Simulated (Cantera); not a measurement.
A Cantera script and what it prints.

```python
import numpy as np
import cantera as ct

gas_names = """
    Fe FeO Fe(OH)2 H HO2 H2 H2O H2O2 O OH O2 O3
""".split()
cond_names = """
    Fe(a) Fe(c) Fe(d) Fe(L) FeO(s) FeO(L) Fe(OH)2(s) Fe(OH)3(s) Fe2O3(s) Fe3O4(s) H2O(s) H2O(L)
""".split()


# ... load() reads the species with a 1 bar reference pressure and builds the phases ...
atoms = {
    'Fe': {'Fe': 1},
    'H2O': {'H': 2, 'O': 1},
    'O2': {'O': 2},
}
top_T = {'Fe2O3(s)': 1830, 'Fe3O4(s)': 1870}  # K; cautious upper limits of use, not melting points


# ... equilibrate(T, P, feed) seeds the gas with the atoms and calls Mixture.equilibrate('TP', solver="vcs", rtol=1e-11, max_steps=5000) ...
results = []
T = 1400  # K
P = 50000  # Pa
for m in [0.11, 0.16, 0.23, 0.34, 0.5, 0.74, 1.1, 1.6]:
    feed = {'Fe': 1, 'H2O': m, 'O2': 0.2}  # mol
    mix = equilibrate(T, P, feed)
    results.append((T, P, feed, dict(zip(mix.species_names, mix.species_moles))))

top = {s: max(r[3][s] / sum(r[3][g] for g in gas_names) for r in results) for s in gas_names}
cols = sorted((s for s in top if top[s] > 0.001), key=lambda s: -top[s])[:8]
seen = [c for c in cond_names if any(r[3].get(c, 0) > 1e-12 for r in results)]
print("log10 of partial pressures in bar; condensed amounts in mol")
print(f"{'n(H2O)':>10s}" + "".join(f"{s[:9]:>10s}" for s in cols + seen))
for T, P, feed, n in results:
    ng = sum(n[g] for g in gas_names)
    print(f"{feed['H2O']:10.4g}" + "".join(f"{np.log10(max(n[s] / ng * P / 1e5, 1e-99)):10.3f}" for s in cols)
          + "".join(f"{n.get(c, 0):10.4g}" for c in seen))
```

It prints:

```
log10 of partial pressures in bar; condensed amounts in mol
    n(H2O)        H2       H2O     Fe(c)    FeO(s)
      0.11    -0.439    -0.865      0.52      0.48
      0.16    -0.439    -0.865    0.4836    0.5164
      0.23    -0.439    -0.865    0.4327    0.5673
      0.34    -0.439    -0.865    0.3527    0.6473
       0.5    -0.439    -0.865    0.2364    0.7636
      0.74    -0.439    -0.865   0.06186    0.9381
       1.1    -0.564    -0.643         0         1
       1.6    -0.727    -0.505         0         1
```

These are equilibrium values from Cantera (NASA tables, ideal gas, pure condensed phases), not measurements of a reactor. Mutual solubility and eutectic melting of coexisting phases are not modelled. The tables' stoichiometric FeO is somewhat more stable than real wüstite, so its field is too wide. FeO: taken at fixed stoichiometry.
